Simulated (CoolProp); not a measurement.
Properties of R125 along the isobar 2.43 MPa (Tc = 339.2 K, pc = 3.618 MPa, ω = 0.305).

The numbers come from the reference Helmholtz-energy equation of state, Lemmon 2005 in CoolProp.

```json
[
 {"T (K)": "209.4", "phase": "liquid", "cp (kJ/(kg K))": "1.080", "expansivity (1/kK)": "?"},
 {"T (K)": "229.2", "phase": "liquid", "cp (kJ/(kg K))": "?", "expansivity (1/kK)": "?"},
 {"T (K)": "249", "phase": "liquid", "cp (kJ/(kg K))": "1.161", "expansivity (1/kK)": "2.699"},
 {"T (K)": "268.8", "phase": "liquid", "cp (kJ/(kg K))": "1.219", "expansivity (1/kK)": "3.223"},
 {"T (K)": "288.6", "phase": "liquid", "cp (kJ/(kg K))": "1.305", "expansivity (1/kK)": "4.167"},
 {"T (K)": "308.5", "phase": "liquid", "cp (kJ/(kg K))": "1.477", "expansivity (1/kK)": "6.466"},
 {"T (K)": "328.3", "phase": "gas", "cp (kJ/(kg K))": "?", "expansivity (1/kK)": "13.72"},
 {"T (K)": "348.1", "phase": "gas", "cp (kJ/(kg K))": "?", "expansivity (1/kK)": "7.704"},
 {"T (K)": "367.9", "phase": "gas", "cp (kJ/(kg K))": "?", "expansivity (1/kK)": "5.683"},
 {"T (K)": "387.8", "phase": "gas", "cp (kJ/(kg K))": "1.041", "expansivity (1/kK)": "4.609"},
 {"T (K)": "407.6", "phase": "gas", "cp (kJ/(kg K))": "?", "expansivity (1/kK)": "3.933"},
 {"T (K)": "427.4", "phase": "gas", "cp (kJ/(kg K))": "1.043", "expansivity (1/kK)": "3.462"},
 {"T (K)": "447.2", "phase": "gas", "cp (kJ/(kg K))": "1.053", "expansivity (1/kK)": "3.112"},
 {"T (K)": "467.1", "phase": "gas", "cp (kJ/(kg K))": "1.065", "expansivity (1/kK)": "2.839"}
]
```

Q: Fill in the missing entries.

A: 
- 209.4, expansivity (1/kK): 2.135
- 229.2, cp (kJ/(kg K)): 1.116
- 229.2, expansivity (1/kK): 2.364
- 328.3, cp (kJ/(kg K)): 1.369
- 348.1, cp (kJ/(kg K)): 1.123
- 367.9, cp (kJ/(kg K)): 1.060
- 407.6, cp (kJ/(kg K)): 1.038
